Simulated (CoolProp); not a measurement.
Vapour-liquid equilibrium of acetone (1) + benzene (2) at 285.5 K; x and y are mole fractions of (1).

The numbers come from the multi-fluid Helmholtz-energy mixture model, Lemmon 2006 and Thol 2012; pair parameters Bell 2016 in CoolProp.

```csv
x,"bubble pressure, mixture model (MPa)","bubble pressure, Raoult's law (MPa)","y, mixture model","y, Raoult's law"
0.05,?,0.007382,?,0.117
0.2,0.01027,0.008949,0.452,0.387
0.35,?,0.01052,?,0.576
0.5,?,0.01208,?,0.716
0.65,0.01474,0.01365,0.799,0.824
0.8,0.01589,0.01522,0.883,0.910
0.95,?,0.01679,0.970,0.980
```

Fill in the missing entries.


- 0.05, bubble pressure, mixture model (MPa): 0.007873
- 0.05, y, mixture model: 0.170
- 0.35, bubble pressure, mixture model (MPa): 0.01205
- 0.35, y, mixture model: 0.603
- 0.5, bubble pressure, mixture model (MPa): 0.01349
- 0.5, y, mixture model: 0.710
- 0.95, bubble pressure, mixture model (MPa): 0.01696

The largest gap from Raoult's law is +14.8 % in bubble pressure, at x = 0.2. No azeotrope shows between x = 0.05 and 0.95.

Pair parameters are fitted to limited data, so mixtures are less certain than the pure fluids.
